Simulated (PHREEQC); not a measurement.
A PHREEQC input (ion-association model, phreeqc.dat):

```
SOLUTION 1
  temp 28
  units mg/kgw
  pH 6.31
  pe 9.9
  Na 0.0301
  K 0.000224
  Ca 0.0364
  Mg 0.0083
  Cl 0.00815
  S(6) 0.137 as SO4
  Alkalinity 0.0475 as HCO3 charge
  O(0) 0.000903
END
USE solution 1
EQUILIBRIUM_PHASES 1
  Quartz 0 0.5
  CO2(g) -2 10
END
```

It stops with these messages:

```
ERROR: Alkalinity cannot be used with charge balance or solution phase boundary constraints.
ERROR: Program terminating due to input errors.
```

The fault: charge balance asked on alkalinity. The line should read `as HCO3` where the input has `as HCO3 charge`. With the mend the run ends at pH 4.93 and ionic strength 1.82e-5 mol/kgw.
